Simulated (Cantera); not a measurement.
Input (Python, Cantera):

```python
import numpy as np
import cantera as ct

gas = ct.Solution("gri30.yaml")
gas.TPX = 1575, 26000, {'CH4': 1, 'O2': 2.5, 'N2': 9.4}
reactor = ct.IdealGasConstPressureReactor(gas, energy="on", clone=False)
net = ct.ReactorNet([reactor])
net.rtol, net.atol = 1e-08, 1e-16
show = ['CH4', 'O2', 'CO', 'NO2', 'C2H4']
times = np.geomspace(3e-06, 0.4, 13)

steps = ct.SolutionArray(gas, extra=["t"])
rows = []
print(f"{'t/s':>10s}{'T/K':>9s}{'P/Pa':>11s}" + "".join(f"{s:>11s}" for s in show))
for t in times:
    while net.time < t:
        t_next = net.step()
        steps.append(gas.state, t=t_next)
    rows.append([np.interp(t, steps.t, y) for y in (steps.T, steps.P, *steps(*show).X.T)])
    print(f"{t:10.3e}{rows[-1][0]:9.1f}{rows[-1][1]:11.4g}" + "".join(f"{x:11.3e}" for x in rows[-1][2:]))
rate = np.gradient(steps.T, steps.t)
print("integrator steps:", len(steps.t))
if steps.T.max() > steps.T[0] + 200:
    print(f"time of steepest temperature rise: {steps.t[rate.argmax()]:.4e} s")
gas.TPX = 1575, 26000, {'CH4': 1, 'O2': 2.5, 'N2': 9.4}
gas.equilibrate("HP")
print(f"equilibrium (HP): T = {gas.T:.1f} K  " + "  ".join(f"{s} {gas[s].X[0]:.3e}" for s in show))
```

It prints:

```
       t/s      T/K       P/Pa        CH4         O2         CO        NO2       C2H4
 3.000e-06   1575.0    2.6e+04  7.752e-02  1.938e-01  3.417e-13  5.856e-23  1.140e-14
 8.020e-06   1575.0    2.6e+04  7.752e-02  1.938e-01  6.933e-12  3.033e-21  6.128e-13
 2.144e-05   1575.0    2.6e+04  7.752e-02  1.938e-01  1.006e-10  9.533e-20  2.511e-11
 5.733e-05   1575.0    2.6e+04  7.751e-02  1.938e-01  1.644e-09  2.369e-18  7.450e-10
 1.533e-04   1574.9    2.6e+04  7.749e-02  1.938e-01  3.669e-08  6.188e-17  2.183e-08
 4.097e-04   1574.9    2.6e+04  7.737e-02  1.937e-01  1.409e-06  1.915e-15  9.122e-07
 1.095e-03   1579.6    2.6e+04  7.541e-02  1.925e-01  2.042e-04  1.537e-13  9.722e-05
 2.929e-03   2503.6    2.6e+04  1.834e-17  4.953e-02  3.114e-02  8.617e-08  2.261e-26
 7.830e-03   2607.1    2.6e+04  3.536e-17  4.604e-02  2.772e-02  9.011e-07  3.490e-26
 2.093e-02   2603.0    2.6e+04  3.677e-17  4.372e-02  2.767e-02  1.889e-06  3.614e-26
 5.596e-02   2601.7    2.6e+04  3.713e-17  4.308e-02  2.766e-02  2.155e-06  3.647e-26
 1.496e-01   2601.7    2.6e+04  3.714e-17  4.307e-02  2.766e-02  2.159e-06  3.647e-26
 4.000e-01   2601.7    2.6e+04  3.714e-17  4.307e-02  2.766e-02  2.159e-06  3.647e-26
integrator steps: 1682
time of steepest temperature rise: 1.7033e-03 s
equilibrium (HP): T = 2601.7 K  CH4 5.187e-17  O2 4.307e-02  CO 2.766e-02  NO2 2.159e-06  C2H4 4.182e-26
```

Computed with Cantera and GRI-Mech 3.0 (53 species, 325 reactions).
